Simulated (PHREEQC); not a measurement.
Solution (50 °C): 0.0039 mol/kgw Cu(BF4)2, 0.00043 mol/kgw HNO3 and 0.0015 mol/kgw H3BO3. Closed to the air; pH follows from the charge balance.

Equilibrium calculation in PHREEQC: ion-association model, phreeqc.dat.

No solid was allowed to form.

Question: What pH, ionic strength does the model give?

Answer: pH 2.95; ionic strength 0.0127 mol/kgw.

Question: In which forms is Cu present?

Answer: Cu+2 97 %, CuF+ 2.6 % of the Cu.

Constants without temperature data keep their 25 °C values here. Real BF4- forms and hydrolyses slowly; the run takes it at equilibrium.
